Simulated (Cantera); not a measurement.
**C + NH₃ + N₂ (carbon deposition, reforming and gasification)**

A closed system holds: 1 mol C, 0.16 mol NH₃, 3.1 mol N₂, equilibrated at 0.133 bar.

Method: chemical equilibrium by Gibbs-energy minimisation in Cantera with the NASA 1993 tables (ideal gas, pure condensed phases). Candidate condensed phases: C, C₆H₆, C₇H₈, C₈H₁₈; 110 gas species. Ions and electrons are included (thermal ionisation). Equilibrium is a limit: real reactors are often held back by kinetics, nucleation or transport.

```tsv
T (K)	x N₂	x C	x H	x CN	x N	x C₃	x HCN	x H₂	x C₂	n C(graphite)
3000	0.874	0.000380	0.0609	0.00834	3.57e-5	0.00234	0.0263	0.0198	0.000238	0.810
3500	0.759	0.0132	0.0946	0.0536	0.000529	0.0451	0.0125	0.00342	0.00856	0
4000	0.705	0.0661	0.108	0.0780	0.00408	0.0180	0.00212	0.000614	0.0156	0
4500	0.664	0.137	0.106	0.0618	0.0201	0.00178	0.000276	0.000125	0.00858	0
5000	0.619	0.170	0.101	0.0355	0.0714	9.50e-5	3.62e-5	3.31e-5	0.00257	0
```
x: gas mole fraction; n: condensed amount in mol.

At 3000 K the condensed part is C(graphite). From 3500 K to 5000 K nothing is condensed. The main C-bearing gas is HCN at 3000 K and C at 5000 K.
